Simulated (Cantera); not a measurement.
A freely propagating, adiabatic, planar premixed flame of 23.2 % H2, 12.9 % O2, 48.5 % N2, 15.3 % H2O, unburnt at 548 K and 0.240 bar; mixture-averaged transport, grid criteria slope 0.08 and curve 0.16, no radiation.

Model: the H2/O2 subset of GRI-Mech 3.0, which has no nitrogen chemistry, integrated in Cantera. Burning velocities carry a grid error of a few per cent, more on coarse grids.

x: mole fraction of selected species; z is measured from the peak of heat release.

```json
[
 {"z (mm)": "-7.88", "T (K)": "548", "u (m/s)": "4.09", "x H2": "0.232", "x O2": "0.129", "x H2O": "0.153", "x HO2": "<1e-8", "x H": "<1e-8", "x O": "<1e-8"},
 {"z (mm)": "-5.26", "T (K)": "548", "u (m/s)": "4.09", "x H2": "0.232", "x O2": "0.129", "x H2O": "0.153", "x HO2": "<1e-8", "x H": "<1e-8", "x O": "<1e-8"},
 {"z (mm)": "-3.94", "T (K)": "548", "u (m/s)": "4.09", "x H2": "0.232", "x O2": "0.129", "x H2O": "0.153", "x HO2": "<1e-8", "x H": "<1e-8", "x O": "<1e-8"},
 {"z (mm)": "-2.63", "T (K)": "548", "u (m/s)": "4.09", "x H2": "0.232", "x O2": "0.129", "x H2O": "0.153", "x HO2": "___", "x H": "<1e-8", "x O": "<1e-8"},
 {"z (mm)": "-1.31", "T (K)": "554", "u (m/s)": "4.12", "x H2": "0.229", "x O2": "0.129", "x H2O": "0.154", "x HO2": "___", "x H": "3.56e-5", "x O": "2.38e-6"},
 {"z (mm)": "-0.657", "T (K)": "698", "u (m/s)": "5.10", "x H2": "0.205", "x O2": "0.126", "x H2O": "0.170", "x HO2": "___", "x H": "0.00262", "x O": "0.000122"},
 {"z (mm)": "0", "T (K)": "1071", "u (m/s)": "7.60", "x H2": "0.125", "x O2": "0.0978", "x H2O": "0.239", "x HO2": "___", "x H": "0.0233", "x O": "0.00303"},
 {"z (mm)": "0.657", "T (K)": "1344", "u (m/s)": "9.41", "x H2": "0.0534", "x O2": "0.0522", "x H2O": "0.323", "x HO2": "___", "x H": "0.0407", "x O": "0.00781"},
 {"z (mm)": "1.31", "T (K)": "1473", "u (m/s)": "10.2", "x H2": "0.0387", "x O2": "0.0394", "x H2O": "0.346", "x HO2": "___", "x H": "0.0375", "x O": "0.00844"},
 {"z (mm)": "2.63", "T (K)": "1606", "u (m/s)": "11.1", "x H2": "0.0355", "x O2": "0.0345", "x H2O": "0.358", "x HO2": "___", "x H": "0.0279", "x O": "0.00743"},
 {"z (mm)": "5.26", "T (K)": "1739", "u (m/s)": "11.9", "x H2": "0.0317", "x O2": "0.0305", "x H2O": "0.371", "x HO2": "___", "x H": "0.0186", "x O": "0.00578"},
 {"z (mm)": "10.5", "T (K)": "1860", "u (m/s)": "12.6", "x H2": "0.0261", "x O2": "0.0265", "x H2O": "0.385", "x HO2": "___", "x H": "0.0112", "x O": "0.00406"},
 {"z (mm)": "21.0", "T (K)": "1963", "u (m/s)": "13.2", "x H2": "0.0195", "x O2": "0.0229", "x H2O": "0.398", "x HO2": "___", "x H": "0.00597", "x O": "0.00257"}
]
```

Complete the blanks.


- -2.63, x HO2: 8.18e-8
- -1.31, x HO2: 0.000101
- -0.657, x HO2: 0.000130
- 0, x HO2: 4.70e-5
- 0.657, x HO2: 1.88e-5
- 1.31, x HO2: 1.22e-5
- 2.63, x HO2: 8.85e-6
- 5.26, x HO2: 6.33e-6
- 10.5, x HO2: 4.31e-6
- 21.0, x HO2: 2.79e-6
